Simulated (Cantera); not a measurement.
An isothermal, constant-pressure homogeneous reactor starts with CH4 : H2 : N2 = 0.008 : 1 : 0.0017 (molar parts), at 2375 K and 20.0 Torr.

Model: GRI-Mech 3.0 (53 species, 325 reactions), integrated in Cantera. GRI-Mech 3.0 stops at C3 and has no aromatics, soot or wall deposition, so with more carbon than oxygen in the feed, carbon stays in small species such as C2H2 where larger ones or solid carbon would form. Radical loss at walls, strong at low pressure, is not modelled.

Q: Predict: x(CH4) at 5.00 s; x(H2) at 5.00 s; x(CH3) at 5.00 s; x(C2H2) at 5.00 s; x(CH2) at 5.00 s.

A: 
```json
{
 "x(CH4) at 5.00 s": "3.25e-6 (gas-phase equilibrium 3.02e-6)",
 "x(H2) at 5.00 s": "0.912 (gas-phase equilibrium 0.912)",
 "x(CH3) at 5.00 s": "5.45e-6 (gas-phase equilibrium 5.06e-6)",
 "x(C2H2) at 5.00 s": "0.00373 (gas-phase equilibrium 0.00307)",
 "x(CH2) at 5.00 s": "7.70e-7 (gas-phase equilibrium 7.15e-7)"
}
```
